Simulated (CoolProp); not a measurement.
Vapour-liquid equilibrium of propylene (1) + R142b (2) at 252.7 K; x and y are mole fractions of (1).

Model: multi-fluid Helmholtz-energy mixture model, Lemmon 2013 and Lemmon 2006; pair parameters Bell 2016, in CoolProp.

```tsv
x	bubble pressure (MPa)	y at the bubble point	dew pressure at overall composition x (MPa)	liquid density (mol/L)
0.05	0.07701	0.224	0.06525	12.19
0.2	0.1201	0.572	0.07517	12.40
0.35	0.1602	0.731	0.08861	12.61
0.5	0.1961	0.822	0.1078	12.83
0.65	0.2285	0.885	0.1372	13.06
0.8	0.2591	0.935	0.1863	13.30
0.95	0.2901	0.983	0.2684	13.57
```

No azeotrope shows between x = 0.05 and 0.95.

Pair parameters are fitted to limited data, so mixtures are less certain than the pure fluids.
